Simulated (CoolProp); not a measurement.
Saturated liquid density (kg/m³) of hexamethyldisiloxane (MM): the reference equation beside estimates from Tc = 518.7 K, pc = 19.31 bar, ω = 0.418.

Values from CoolProp's reference Helmholtz-energy equation of state, Thol 2016.

| T (K) | reference | van der Waals | Redlich-Kwong | Peng-Robinson |
|---|---|---|---|---|
| 301.3 | 756.2 | 454.0 | 669.6 | 792.5 |
| 314.5 | 742.1 | 446.2 | 656.4 | ___ |
| 327.6 | 727.8 | 438.3 | 642.6 | ___ |
| 340.8 | 713.2 | 430.0 | 628.1 | 753.2 |
| 353.9 | 698.2 | 421.3 | 612.8 | 738.2 |
| 367.1 | 682.8 | 412.2 | 596.7 | 721.8 |
| 380.3 | 666.7 | 402.6 | 579.6 | ___ |
| 393.4 | 650.2 | 392.6 | ___ | 684.8 |
| 406.6 | 632.8 | ___ | 542.4 | ___ |
| 419.8 | 614.4 | 370.5 | ___ | 640.4 |
| 432.9 | 595.0 | 358.3 | 499.9 | 614.9 |
| 446.1 | 573.9 | 345.0 | 476.0 | 586.1 |
| 459.2 | 550.9 | 330.5 | 450.0 | ___ |

Q: Complete the blanks.

A: 
- 314.5, Peng-Robinson: 780.3
- 327.6, Peng-Robinson: 767.3
- 380.3, Peng-Robinson: 704.0
- 393.4, Redlich-Kwong: 561.6
- 406.6, van der Waals: 381.9
- 406.6, Peng-Robinson: 663.7
- 419.8, Redlich-Kwong: 521.8
- 459.2, Peng-Robinson: 553.8

Absolute difference from the reference over all 13 rows, mean and median: van der Waals 39.8 and 39.7 %, Redlich-Kwong 13.8 and 13.1 %, Peng-Robinson 4.5 and 5.1 %.
